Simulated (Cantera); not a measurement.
# Thermodynamics of carbon deposition, reforming and gasification, feed C + CO2

Feed: 1 mol C, 0.077 mol CO2, at 1.00 bar.

These are equilibrium values from Cantera (NASA tables, ideal gas, pure condensed phases), not measurements of a reactor. Candidate condensed phases: C; 12 gas species. Equilibrium is a limit: real reactors are often held back by kinetics, nucleation or transport.

From 327 °C to 1027 °C the condensed part is C(graphite). The main C-bearing gas is CO2 at 327 °C and CO at 1027 °C.

```json
[
 {"T (°C)": "327", "log p CO2": "0.00", "log p CO": "-2.88", "n C(graphite)": "1.000"},
 {"T (°C)": "427", "log p CO2": "-0.01", "log p CO": "-1.81", "n C(graphite)": "0.999"},
 {"T (°C)": "527", "log p CO2": "-0.04", "log p CO": "-1.02", "n C(graphite)": "0.996"},
 {"T (°C)": "627", "log p CO2": "-0.18", "log p CO": "-0.46", "n C(graphite)": "0.984"},
 {"T (°C)": "727", "log p CO2": "-0.54", "log p CO": "-0.15", "n C(graphite)": "0.957"},
 {"T (°C)": "827", "log p CO2": "-1.12", "log p CO": "-0.03", "n C(graphite)": "0.934"},
 {"T (°C)": "927", "log p CO2": "-1.74", "log p CO": "-0.01", "n C(graphite)": "0.926"},
 {"T (°C)": "1027", "log p CO2": "-2.29", "log p CO": "0.00", "n C(graphite)": "0.924"}
]
```
log p: log10 of the partial pressure in bar; n: condensed amount in mol.
